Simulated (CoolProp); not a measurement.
Saturation properties of octamethylcyclotetrasiloxane (D4).

Computed with CoolProp (reference Helmholtz-energy equation of state, Thol 2015).

```tsv
T (K)	p (MPa)	liquid density (kg/m³)	vapour density (kg/m³)	enthalpy of vaporisation (kJ/kg)
384.9	0.01391	848.8	1.312	154.5
393.4	0.01902	838.3	1.764	151.5
401.9	0.02557	827.7	2.335	148.5
410.4	0.03382	816.9	3.044	145.4
418.9	0.04408	805.9	3.918	142.3
427.4	0.05667	794.7	4.981	139.2
435.9	0.07195	783.3	6.263	135.9
444.3	0.09004	771.8	7.779	132.7
452.8	0.1118	759.9	9.600	129.3
461.3	0.1374	747.6	11.75	125.8
469.8	0.1673	735.0	14.29	122.3
478.3	0.2020	722.0	17.27	118.5
```

It boils at 448.9 K under 1 atm.
